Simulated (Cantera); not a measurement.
Input: 1 mol SiO₂, 0.4 mol C, 0.038 mol CO, held at 1500 Pa.

Method: chemical equilibrium by Gibbs-energy minimisation in Cantera with the NASA 1993 tables (ideal gas, pure condensed phases). Candidate condensed phases: C, Si, SiC, SiO₂; 20 gas species. Mutual solubility and eutectic melting of coexisting phases are not modelled. The tables hold silica as quartz up to 1696 K and as liquid above; real silica turns to tridymite and cristobalite and melts near 1996 K. The numbers say what is thermodynamically allowed, not how fast it happens.

**Question.** At 1625 K, list the 3 most abundant gas species with their mole fractions, and the condensed phases.

**Answer.** CO 0.935, SiO 0.0650, CO₂ 1.48e-5. Condensed: SiC(s) + SiO₂(β-quartz).
